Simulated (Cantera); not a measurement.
Cantera run, input and output.

```python
import numpy as np
import cantera as ct

gas = ct.Solution("gri30.yaml")
gas.TPX = 2125, 100000, {'CH4': 1, 'CO2': 2}
inlet = ct.Reservoir(gas, clone=True)

reactor = ct.IdealGasConstPressureReactor(gas, energy="off", clone=False)
exhaust = ct.Reservoir(gas, clone=True)
tau = [1.2, 0.52, 0.23, 0.099, 0.043, 0.019, 0.0082, 0.0035, 0.0015, 0.00067][0]
for a, b in ((inlet, reactor), (reactor, exhaust)):
    ct.MassFlowController(a, b, mdot=lambda t: reactor.mass / tau)
net = ct.ReactorNet([reactor])
show = ['CH4', 'CO2', 'O2', 'C2H', 'H2', 'H2O', 'CH2']

rows = []
print(f"{'tau/s':>10s}{'T/K':>9s}" + "".join(f"{s:>11s}" for s in show))
for tau in [1.2, 0.52, 0.23, 0.099, 0.043, 0.019, 0.0082, 0.0035, 0.0015, 0.00067]:
    net.initial_time = 0.0
    net.advance(30 * tau)
    before = gas.X
    net.advance(40 * tau)
    drift = np.max(np.abs(gas.X - before) / (gas.X + 1e-9))
    rows.append([gas.T, *gas[show].X, drift])
    print(f"{tau:10.3e}{gas.T:9.1f}" + "".join(f"{x:11.3e}" for x in gas[show].X))
```

It prints:

```
     tau/s      T/K        CH4        CO2         O2        C2H         H2        H2O        CH2
 1.200e+00   2125.0  1.800e-04  5.901e-02  1.310e-07  1.965e-09  2.575e-01  1.410e-01  2.010e-07
 5.200e-01   2125.0  4.159e-04  5.928e-02  1.266e-07  1.002e-08  2.570e-01  1.412e-01  4.499e-07
 2.300e-01   2125.0  8.918e-04  5.993e-02  1.246e-07  4.481e-08  2.558e-01  1.418e-01  9.514e-07
 9.900e-02   2125.0  1.820e-03  6.161e-02  1.248e-07  1.828e-07  2.528e-01  1.434e-01  1.946e-06
 4.300e-02   2125.0  3.378e-03  6.565e-02  1.273e-07  6.152e-07  2.462e-01  1.475e-01  3.675e-06
 1.900e-02   2125.0  5.693e-03  7.441e-02  1.326e-07  1.672e-06  2.334e-01  1.561e-01  6.367e-06
 8.200e-03   2125.0  9.089e-03  9.237e-02  1.408e-07  3.828e-06  2.120e-01  1.708e-01  1.043e-05
 3.500e-03   2125.0  1.415e-02  1.250e-01  1.469e-07  7.217e-06  1.845e-01  1.880e-01  1.597e-05
 1.500e-03   2125.0  2.259e-02  1.782e-01  1.374e-07  1.103e-05  1.605e-01  1.969e-01  2.225e-05
 6.700e-04   2125.0  3.751e-02  2.523e-01  1.040e-07  1.337e-05  1.508e-01  1.838e-01  2.722e-05
```

Computed with Cantera and GRI-Mech 3.0 (53 species, 325 reactions).
